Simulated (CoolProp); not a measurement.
Vapour-liquid equilibrium of methanol (1) + water (2) at 487 kPa; x and y are mole fractions of (1).

The numbers come from the multi-fluid Helmholtz-energy mixture model, de Reuck 1993 and Wagner 2002; pair parameters Bell 2016 in CoolProp.

| x | bubble temperature, mixture model (°C) | bubble temperature, Raoult's law (°C) | y, mixture model | y, Raoult's law |
|---|---|---|---|---|
| 0.05 | 146.0 | 147.4 | 0.157 | 0.134 |
| 0.2 | 135.2 | 138.5 | 0.456 | 0.431 |
| 0.35 | 127.9 | 131.3 | 0.628 | 0.625 |
| 0.5 | 122.6 | 125.2 | 0.742 | 0.760 |
| 0.65 | 118.3 | 120.1 | 0.830 | 0.857 |
| 0.8 | 114.7 | 115.6 | 0.905 | 0.929 |
| 0.95 | 111.5 | 111.7 | 0.976 | 0.984 |

The largest gap from Raoult's law is -3.4 K in bubble temperature, at x = 0.35. No azeotrope shows between x = 0.05 and 0.95.

Pair parameters are fitted to limited data, so mixtures are less certain than the pure fluids.
